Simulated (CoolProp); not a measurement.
Properties of R227EA along the isotherm 475 K (Tc = 374.9 K, pc = 29.25 bar, ω = 0.358).

The numbers come from the reference Helmholtz-energy equation of state, Lemmon 2016 in CoolProp.

```
p (bar)          phase  cv (kJ/(kg K))  speed of sound (m/s)  Joule-Thomson coefficient (K/MPa)  conductivity (mW/(m K))  fugacity coefficient
-------  -------------  --------------  --------------------  ---------------------------------  -----------------------  --------------------
8.13               gas          0.9886                 150.8                              4.491                     27.8                0.9609
16.3               gas          0.9938                 145.6                              4.598                     28.5                0.9231
24.4               gas          0.9993                 140.6                              4.696                     29.4                0.8871
32.5     supercritical           1.005                 135.9                              4.766                     30.2                0.8524
40.6     supercritical           1.011                 131.9                              4.776                     31.3                0.8192
48.8     supercritical           1.017                 129.0                              4.692                     32.5                0.7873
56.9     supercritical           1.023                 127.7                              4.487                     33.8                0.7576
65       supercritical           1.028                 128.6                              4.148                     35.2                0.7298
73.1     supercritical           1.032                 131.8                              3.713                     36.5                0.7043
```

Thermal conductivity comes from a separate model (Huber 2003), an estimate that may be off by 10 % or more.
